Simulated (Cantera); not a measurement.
An adiabatic, constant-volume homogeneous reactor starts with CH₄ : CO : O₂ : N₂ : H₂O = 1 : 0.15 : 1.09 : 4.11 : 0.16 (molar parts), at 1700 K and 60000 Pa.

Model: GRI-Mech 3.0 (53 species, 325 reactions), integrated in Cantera.

One state of this run: T (K) = 2852; P (bar) = 1.17; x CH₄ = 3.12e-12; x CO = 0.130; x O₂ = 0.000614; x HO₂ = 4.86e-7; x N₂O = 7.88e-8; x HCN = 3.97e-8; x CH₃ = 1.16e-11. x: mole fraction; the columns are a selection and need not sum to one.

### Question
Which value of t (s) does it belong to?
(A) 0.000534
(B) 0.00788
(C) 1.00e-6
(D) 0.700

### Answer
A, 0.000534
